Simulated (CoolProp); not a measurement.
The fluid at 307.08 K and 0.438 MPa is throttled through a valve to 0.0564 MPa with no heat exchange. The same conditions are run with several fluids, on thermodynamics alone (safety and materials aside).

Values from CoolProp's reference Helmholtz-energy equation of state of each fluid (tetrahydrofuran: Fiedler 2023; decamethyltetrasiloxane (MD2M): Thol 2017; hexamethyldisiloxane (MM): Thol 2016; octamethylcyclotetrasiloxane (D4): Thol 2015; cis-2-butene: Lemmon 2005).

| fluid | temperature change (K) | final phase | final density (kg/m³) |
|---|---|---|---|
| tetrahydrofuran | +0.2 | liquid | [?] |
| decamethyltetrasiloxane (MD2M) | +0.2 | liquid | [?] |
| hexamethyldisiloxane (MM) | [?] | liquid | [?] |
| octamethylcyclotetrasiloxane (D4) | +0.2 | liquid | [?] |
| cis-2-butene | [?] | [?] | [?] |

Q: Complete the blanks.

A: 
- tetrahydrofuran, final density (kg/m³): 872
- decamethyltetrasiloxane (MD2M), final density (kg/m³): 840
- hexamethyldisiloxane (MM), temperature change (K): +0.1
- hexamethyldisiloxane (MM), final density (kg/m³): 750
- octamethylcyclotetrasiloxane (D4), final density (kg/m³): 940
- cis-2-butene, temperature change (K): -44.6
- cis-2-butene, final phase: two-phase, vapour fraction 0.229
- cis-2-butene, final density (kg/m³): 6.45
